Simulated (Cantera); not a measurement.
Mixture: CO : H2 : CH4 : O2 : N2 = 1 : 0.074 : 0.3 : 1.28 : 4.8 (molar parts), at 940000 Pa, adiabatic and at constant pressure. Ignition delay is the time to a rise of 400 K.

Computed with Cantera and GRI-Mech 3.0 (53 species, 325 reactions).

Problem. Predict: delay at 1248 K; delay at 1398 K; delay at 1548 K; delay at 1698 K; delay at 1848 K; apparent activation energy between 1773 and 1923 K.

Solution. 
| Item | Value |
|---|---|
| delay at 1248 K | 0.425 ms |
| delay at 1398 K | 0.123 ms |
| delay at 1548 K | 41.4 µs |
| delay at 1698 K | 16.4 µs |
| delay at 1848 K | 7.47 µs |
| apparent activation energy between 1773 and 1923 K | 140 kJ/mol |
